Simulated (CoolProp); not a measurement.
Sulfur hexafluoride along the isobar 10.1 bar: density (kg/m³) from the reference equation and from simpler models built on Tc = 318.7 K, pc = 37.55 bar, ω = 0.210; each cubic takes its own stable root.

Model: reference Helmholtz-energy equation of state, Guder 2009, in CoolProp.

| T (K) | phase | reference | van der Waals | Redlich-Kwong | Soave-Redlich-Kwong | Peng-Robinson |
|---|---|---|---|---|---|---|
| 303.2 | gas | 66.22 | 64.89 | 66.10 | 66.28 | 67.07 |
| 310.2 | gas | 64.03 | 63.02 | 64.02 | 64.11 | 64.85 |
| 317.3 | gas | 62.00 | 61.24 | 62.07 | 62.08 | 62.78 |
| 324.3 | gas | 60.16 | 59.60 | 60.28 | 60.23 | 60.89 |
| 331.4 | gas | 58.42 | 58.03 | 58.59 | 58.50 | 59.12 |
| 338.4 | gas | 56.83 | 56.57 | 57.03 | 56.90 | 57.48 |
| 345.5 | gas | 55.32 | 55.17 | 55.55 | 55.38 | 55.93 |
| 352.5 | gas | 53.93 | 53.87 | 54.17 | 53.97 | 54.50 |
| 359.6 | gas | 52.60 | 52.61 | 52.85 | 52.63 | 53.13 |
| 366.6 | gas | 51.36 | 51.44 | 51.62 | 51.38 | 51.86 |
| 373.7 | gas | 50.17 | 50.30 | 50.44 | 50.19 | 50.64 |
| 380.7 | gas | 49.06 | 49.23 | 49.34 | 49.07 | 49.50 |
| 387.8 | gas | 47.99 | 48.20 | 48.27 | 47.99 | 48.40 |
| 394.8 | gas | 46.99 | 47.22 | 47.27 | 46.98 | 47.37 |
| 401.9 | gas | 46.02 | 46.28 | 46.30 | 46.01 | 46.38 |
| 408.9 | gas | 45.11 | 45.38 | 45.38 | 45.09 | 45.44 |
